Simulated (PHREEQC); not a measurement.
Reverse-osmosis reject: speciation

Model water analysis in mmol/kgw, 15 °C, pH 7.58, pe 0.1:

| constituent | mmol/kgw |
|---|---|
| Na | 116 |
| K | 7.47 |
| Ca | 25.7 |
| Mg | 1.53 |
| Cl | 160 |
| S(6) | 6.54 |
| Alkalinity (meq/kgw) | 0.11 |
| Mn(2) | 0.237 |
| Li | 4.37 |
| F | 0.0401 |

Valence states are taken as typed.

The numbers come from PHREEQC with the ion-association model, wateq4f.dat.

Precipitation was switched off in this run.

Task: Estimate the charge-balance error.

Result: charge-balance error 2.8 %.

Task: In which forms is Mn present?

Result: Mn+2 78 %, MnCl+ 16 %, MnSO4 4.3 %, MnCl2 0.6 % of the Mn.
